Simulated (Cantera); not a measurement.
## NO annealing gas

An isothermal, constant-pressure homogeneous reactor starts with NO : N2 = 1.9 : 1.1 (molar parts), at 2050 K and 0.470 bar.

Model: GRI-Mech 3.0 (53 species, 325 reactions), integrated in Cantera.

```tsv
t (s)	x NO	x N2	x NO2	x O2	x N2O
0.000300	0.633	0.367	4.47e-5	8.68e-6	7.43e-5
0.00108	0.632	0.367	0.000133	0.000169	0.000157
0.00387	0.630	0.368	0.000158	0.00125	0.000185
0.0139	0.622	0.372	0.000179	0.00527	0.000179
0.0500	0.593	0.387	0.000235	0.0198	0.000159
0.180	0.494	0.436	0.000319	0.0692	0.000106
0.646	0.253	0.556	0.000263	0.189	2.62e-5
2.32	0.0439	0.661	5.65e-5	0.294	1.05e-6
8.35	0.0106	0.678	1.41e-5	0.311	3.59e-7
30.0	0.00993	0.678	1.31e-5	0.311	3.54e-7
```
x: mole fraction; the columns are a selection and need not sum to one.

Equilibrium at this temperature and pressure: NO 0.00993, N2 0.678, NO2 1.31e-5, O2 0.311, N2O 3.54e-7 (gas phase only).
